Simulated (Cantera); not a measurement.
A Cantera script and what it prints.

```python
import numpy as np
import cantera as ct

gas_names = """
    Ca CaF CaF2 CaO Ca2 F FO FO2 F2 F2O O O2 O3
""".split()
cond_names = """
    Ca(a) Ca(b) Ca(L) CaF2(a) CaF2(b) CaF2(L) CaO(s) CaO(L)
""".split()


# ... load() reads the species with a 1 bar reference pressure and builds the phases ...
atoms = {
    'CaO': {'Ca': 1, 'O': 1},
    'F2': {'F': 2},
}
top_T = {}  # K; cautious upper limits of use, not melting points


# ... equilibrate(T, P, feed) seeds the gas with the atoms and calls Mixture.equilibrate('TP', solver="vcs", rtol=1e-11, max_steps=5000) ...
results = []
feed = {'CaO': 1, 'F2': 13}  # mol
T = 1800  # K
P = 13332.2  # Pa
mix = equilibrate(T, P, feed)
results.append((T, P, feed, dict(zip(mix.species_names, mix.species_moles))))
print(gas.report(threshold=1e-05))
for i in range(1, mix.n_phases):
    print(f"{mix.phase(i).name:16s} {mix.phase_moles(i):12.5e} mol")
```

It prints:

```
       temperature   1800 K
          pressure   13332 Pa
           density   0.017328 kg/m^3
  mean mol. weight   19.451 kg/kmol
   phase of matter   gas

                          1 kg             1 kmol
                     ---------------   ---------------
          enthalpy        5.5601e+06        1.0815e+08  J
   internal energy        4.7907e+06        9.3186e+07  J
           entropy             11185        2.1757e+05  J/K
    Gibbs function       -1.4573e+07       -2.8347e+08  J
 heat capacity c_p            1100.7             21410  J/K
 heat capacity c_v            673.22             13095  J/K

                      mass frac. Y      mole frac. X     chem. pot. / RT
                     ---------------   ---------------   ---------------
              CaF2          0.010442         0.0026016           -99.734
                 F           0.95244           0.97515           -18.371
                FO        3.8056e-05        2.1152e-05           -35.523
                F2         0.0035518         0.0018182           -36.743
                 O        3.9109e-05        4.7548e-05           -17.152
                O2          0.033488          0.020357           -34.304
     [   +7 minor]        1.4062e-06         5.353e-07

Ca(L)             0.00000e+00 mol
CaF2(L)           9.36210e-01 mol
CaO(s)            0.00000e+00 mol
```

Equilibrium computed with Cantera from the NASA thermochemical tables; the gas is ideal and each condensed phase is pure.
